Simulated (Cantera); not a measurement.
Charge: 1 mol SiO2, 110 mol H2, 3.6 mol H2O, at 3.40 bar.

Cantera equilibrium calculation (NASA polynomials, part measured and part estimated; ideal gas, pure solids and liquids). Candidate condensed phases: H2O, Si, SiO2; 18 gas species. The tables hold silica as quartz up to 1696 K and as liquid above; real silica turns to tridymite and cristobalite and melts near 1996 K. Gases not in the tables: Si(OH)4. Rates play no part.

Problem. Which condensed phases are stable at each of these points (T (K)): 1698, 1748, 1798, 1848, 1898, 1948, 1998, 2048, 2098, 2148, 2198?

Solution. 
```json
[
 {"T (K)": "1698", "condensed phases": "SiO2(condensed)", "Si condensed (%)": "100.0"},
 {"T (K)": "1748", "condensed phases": "SiO2(condensed)", "Si condensed (%)": "99.9"},
 {"T (K)": "1798", "condensed phases": "SiO2(condensed)", "Si condensed (%)": "99.8"},
 {"T (K)": "1848", "condensed phases": "SiO2(condensed)", "Si condensed (%)": "99.4"},
 {"T (K)": "1898", "condensed phases": "SiO2(condensed)", "Si condensed (%)": "98.6"},
 {"T (K)": "1948", "condensed phases": "SiO2(condensed)", "Si condensed (%)": "96.8"},
 {"T (K)": "1998", "condensed phases": "SiO2(l)", "Si condensed (%)": "93.0"},
 {"T (K)": "2048", "condensed phases": "SiO2(l)", "Si condensed (%)": "85.3"},
 {"T (K)": "2098", "condensed phases": "SiO2(l)", "Si condensed (%)": "70.9"},
 {"T (K)": "2148", "condensed phases": "SiO2(l)", "Si condensed (%)": "45.6"},
 {"T (K)": "2198", "condensed phases": "SiO2(l)", "Si condensed (%)": "4.7"}
]
```

From 1698 K to 1948 K the condensed part is SiO2(condensed). From 1998 K to 2198 K the condensed part is SiO2(l). The share of Si in condensed phases is highest at 1698 K (100.0 %) and lowest at 2198 K (4.7 %).
